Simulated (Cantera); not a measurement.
Predominance diagram of Li at 1127 °C against the partial pressures of O2 and Cl2 (log10, bar). Cantera with NASA thermochemical tables; ideal gases at 1 bar, condensed phases pure. Candidates: Li(l), LiCl(l), Li2O(s). Only these pure phases compete in this equilibrium. Not in the tables: the peroxide.

Problem. Which phase is stable at these pairs, and which metal-bearing vapour leads over it? (-7, -5); (-2, -12.5); (-17, -2.5); (-2, -5); (-2, -10); (-13, -20); (-11, -22.5)

Solution. 
```tsv
log p(O2)	log p(Cl2)	phase	chief vapour	log p (bar)
-7	-5	LiCl(l)	LiCl	-1.1
-2	-12.5	Li2O(s)	LiCl	-3.0
-17	-2.5	LiCl(l)	LiCl	-1.1
-2	-5	LiCl(l)	LiCl	-1.1
-2	-10	Li2O(s)	LiCl	-1.8
-13	-20	Li2O(s)	LiCl	-4.0
-11	-22.5	Li2O(s)	Li	-5.7
```
